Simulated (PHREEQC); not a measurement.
Alkaline etch or developer (model solution)

A solution holds 0.001 mol NaOH and 0.01 mol H3BO3 per kg of water, at 20 °C and 10 atm. Closed to the air; pH follows from the charge balance.

Equilibrium calculation in PHREEQC: ion-association model, phreeqc.dat.

Each row changes one thing in this solution. No solid was allowed to form.

```json
[
 {"case": "as made", "pH": "8.30", "ionic strength (mol/kgw)": "0.00100", "H3BO3 (mol/kgw)": "0.00900", "H2BO3- (mol/kgw)": "0.000999"},
 {"case": "0.011 mol/kgw Na2SO4 added", "pH": "8.24", "ionic strength (mol/kgw)": "0.0328", "H3BO3 (mol/kgw)": "0.00900", "H2BO3- (mol/kgw)": "0.000999"},
 {"case": "H3BO3 replaced by HBF4 at the same molality", "pH": "2.12", "ionic strength (mol/kgw)": "0.00930", "H3BO3 (mol/kgw)": "0.00127", "H2BO3- (mol/kgw)": "9.84e-11"},
 {"case": "NaOH replaced by NaHSO4 at the same molality", "pH": "3.05", "ionic strength (mol/kgw)": "0.00287", "H3BO3 (mol/kgw)": "0.0100", "H2BO3- (mol/kgw)": "6.34e-9"},
 {"case": "NaOH left out", "pH": "5.64", "ionic strength (mol/kgw)": "2.31e-6", "H3BO3 (mol/kgw)": "0.01000", "H2BO3- (mol/kgw)": "2.31e-6"}
]
```

Species that the database lacks are ignored.
